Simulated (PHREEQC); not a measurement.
Consider water at 25 °C with 55 mmol/kgw Fe2(SO4)3. Closed to the air; pH follows from the charge balance.

The numbers come from PHREEQC with the ion-association model, phreeqc.dat.

```csv
quantity,before,after
pH,2.53,1.62
ionic strength (mol/kgw),0.183,0.102
SO4-2 (mol/kgw),0.0416,0.0236
HSO4- (mol/kgw),0.00479,0.0260
```

Question: Which change was made?
A. Fe2(SO4)3 from 0.055 to 0.0825 mol/kgw
B. Fe2(SO4)3 from 0.055 to 0.11 mol/kgw
C. temperature from 25 to 70 °C
D. Fe2(SO4)3 replaced by NH4HSO4 at the same molality

Answer: D, Fe2(SO4)3 replaced by NH4HSO4 at the same molality

This is a speciation only: nothing precipitates in the calculation. Some of these states are supersaturated (in Hematite (slow to form), Goethite (slow to form), for instance).
